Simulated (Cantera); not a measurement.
Input (Python, Cantera):

```python
import numpy as np
import cantera as ct

gas = ct.Solution("gri30.yaml")
gas.TPX = 325, 90000, {'CH4': 1, 'C2H6': 1.3, 'O2': 5.46, 'N2': 20.5}
flame = ct.FreeFlame(gas, width=0.043)
flame.set_refine_criteria(ratio=3, slope=0.08, curve=0.16)
flame.transport_model = "mixture-averaged"
flame.solve(loglevel=0, auto=True)
z, T = flame.grid, flame.T
thick = (T[-1] - T[0]) / np.gradient(T, z).max()
show = ['CH4', 'C2H6', 'O2', 'OH', 'H2O', 'C2H']
print(f"laminar burning velocity  {flame.velocity[0] * 100:.3f} cm/s")
print(f"burnt temperature         {T[-1]:.1f} K")
print(f"thermal thickness         {thick * 1e3:.4f} mm")
print(f"grid points               {len(z)}")
z0 = z[flame.heat_release_rate.argmax()]
print(f"{'z/mm':>9s}{'T/K':>9s}{'u/(m/s)':>9s}" + "".join(f"{s:>11s}" for s in show))
rows = []
for k in (-3, -2, -1.5, -1, -0.5, -0.25, 0, 0.25, 0.5, 1, 2, 4, 8):
    zz = z0 + k * thick
    rows.append([k * thick, np.interp(zz, z, T), np.interp(zz, z, flame.velocity),
                 *(np.interp(zz, z, flame.X[gas.species_index(s)]) for s in show)])
    print(f"{rows[-1][0] * 1e3:9.3f}{rows[-1][1]:9.1f}{rows[-1][2]:9.3f}" + "".join(f"{x:11.3e}" for x in rows[-1][3:]))
```

It prints:

```
laminar burning velocity  46.447 cm/s
burnt temperature         2184.6 K
thermal thickness         0.4166 mm
grid points               146
     z/mm      T/K  u/(m/s)        CH4       C2H6         O2         OH        H2O        C2H
   -1.250    325.1    0.465  3.534e-02  4.595e-02  1.930e-01  9.534e-15  1.835e-05  5.827e-32
   -0.833    327.0    0.469  3.521e-02  4.583e-02  1.924e-01  1.448e-12  2.435e-04  1.351e-28
   -0.625    335.7    0.483  3.492e-02  4.562e-02  1.911e-01  5.041e-11  1.265e-03  8.010e-26
   -0.417    416.9    0.607  3.330e-02  4.432e-02  1.841e-01  1.709e-08  1.015e-02  3.476e-20
   -0.208    920.6    1.379  2.477e-02  3.056e-02  1.401e-01  1.662e-05  5.866e-02  3.579e-11
   -0.104   1368.0    2.093  1.617e-02  1.276e-02  9.479e-02  1.661e-04  9.957e-02  2.480e-08
    0.000   1757.7    2.731  5.513e-03  8.016e-04  4.666e-02  1.466e-03  1.374e-01  1.367e-06
    0.104   1926.7    2.996  6.301e-04  3.185e-06  1.907e-02  4.139e-03  1.560e-01  1.652e-06
    0.208   1971.6    3.055  3.709e-05  4.135e-09  9.188e-03  5.646e-03  1.607e-01  2.069e-07
    0.417   2005.1    3.091  1.204e-07  5.626e-14  4.809e-03  5.991e-03  1.607e-01  1.083e-09
    0.833   2042.8    3.138  2.520e-11  1.140e-19  3.393e-03  5.526e-03  1.617e-01  4.268e-13
    1.666   2086.9    3.198  1.009e-14  2.037e-25  2.277e-03  4.692e-03  1.647e-01  2.620e-18
    3.333   2129.0    3.254  9.748e-15  1.030e-27  1.259e-03  3.575e-03  1.681e-01  5.870e-21
```

Model: GRI-Mech 3.0 (53 species, 325 reactions), integrated in Cantera. Burning velocities carry a grid error of a few per cent, more on coarse grids.
